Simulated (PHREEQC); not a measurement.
0.17 g of hydrous ferric oxide (600 m²/g; 0.2 weak and 0.005 strong sites per Fe, Dzombak-Morel constants, diffuse double layer) in 1 kg of water with 0.3 mol/kgw of an inert sodium salt and 1.1e-06 mol/kgw CaCl2, at 25 °C; the pH is set by adding NaOH or the inert anion's acid. Oxygen is held at 0.21 atm. CO2 from the air is kept out. No solid was allowed to form.

Equilibrium calculation in PHREEQC: ion-association model, wateq4f.dat.

| pH | Ca sorbed (%) | surface charge σ (C/m²) | surface potential ψ (mV) |
|---|---|---|---|
| 3 | 0.0 | 0.368 | 126 |
| 3.5 | 0.0 | 0.363 | 125 |
| 4 | 0.0 | 0.349 | 123 |
| 4.5 | 0.0 | (withheld) | 118 |
| 5 | 0.0 | 0.269 | 110 |
| 5.5 | 0.0 | 0.210 | 98 |
| 6 | 0.0 | 0.154 | 83 |
| 6.5 | 0.1 | (withheld) | 65 |
| 7 | 0.5 | 0.066 | 46 |
| 7.5 | 2.6 | 0.034 | 26 |
| 8 | 12.6 | 0.006 | (withheld) |
| 8.5 | 42.9 | -0.021 | -17 |
| 9 | (withheld) | (withheld) | -37 |
| 9.5 | 94.3 | -0.087 | -57 |
| 10 | 98.5 | -0.131 | (withheld) |
| 10.5 | 99.5 | (withheld) | -91 |
| 11 | 99.8 | -0.243 | -105 |

Problem. Complete the blanks.

Solution. 
- 4.5, surface charge σ (C/m²): 0.318
- 6.5, surface charge σ (C/m²): 0.106
- 8, surface potential ψ (mV): 5
- 9, Ca sorbed (%): 78.6
- 9, surface charge σ (C/m²): -0.051
- 10, surface potential ψ (mV): -75
- 10.5, surface charge σ (C/m²): -0.184

The oxide is taken as insoluble; below pH 4 it would dissolve.
